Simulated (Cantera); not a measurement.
A closed system holds: 1 mol CH3SiCl3, 0.29 mol C2H4, 2.7 mol H2, at 1.95 Torr.

Equilibrium computed with Cantera from the NASA thermochemical tables; the gas is ideal and each condensed phase is pure. Candidate condensed phases: C, C6H6, C7H8, C8H18, Si, SiC; 109 gas species. The feed counts by its element totals alone. Gases not in the tables: Si2H6 and higher silanes. Rates play no part.

Over these rows the condensed part is C(graphite) + SiC(s). Partial pressures as log10 of bar:

```json
[
 {"T (K)": "1723", "1000/T (1/K)": "0.5804", "log p Si": "-7.79", "log p H2": "-2.85", "log p HCl": "-2.95", "log p SiCl2": "-4.28", "log p H": "-5.16"},
 {"T (K)": "1823", "1000/T (1/K)": "0.5485", "log p Si": "-6.93", "log p H2": "-2.85", "log p HCl": "-2.96", "log p SiCl2": "-4.17", "log p H": "-4.79"},
 {"T (K)": "1923", "1000/T (1/K)": "0.5200", "log p Si": "-6.16", "log p H2": "-2.85", "log p HCl": "-2.98", "log p SiCl2": "-4.09", "log p H": "-4.45"},
 {"T (K)": "2023", "1000/T (1/K)": "0.4943", "log p Si": "-5.47", "log p H2": "-2.85", "log p HCl": "-3.01", "log p SiCl2": "-4.02", "log p H": "-4.15"},
 {"T (K)": "2123", "1000/T (1/K)": "0.4710", "log p Si": "-4.84", "log p H2": "-2.86", "log p HCl": "-3.04", "log p SiCl2": "-3.98", "log p H": "-3.88"},
 {"T (K)": "2223", "1000/T (1/K)": "0.4498", "log p Si": "?", "log p H2": "-2.89", "log p HCl": "-3.10", "log p SiCl2": "-3.97", "log p H": "-3.64"}
]
```

Fit log p(Si) = a + b·(1000/T) to the five rows, give the apparent enthalpy, and predict the row at 2223 K.

Means: 1000/T = 0.5228, log p = -6.238. Sxy = -0.201702, Sxx = 0.0074816, so b = -26.96 and a = -6.238 − (-26.96)×0.5228 = 7.86.
Apparent enthalpy: −19.145 × (-26.96) = 516 kJ/mol. The condensed phases alone fix this pressure, through SiC(s) = Si(g) + C(graphite), so the slope is that reaction's ΔH° and the other gases don't enter. The five rows lie within 0.01 of the line.
Prediction at 2223 K: 7.86 + (-26.96)×0.4498 = -4.27. The computed value is -4.28, 0.01 from the line.
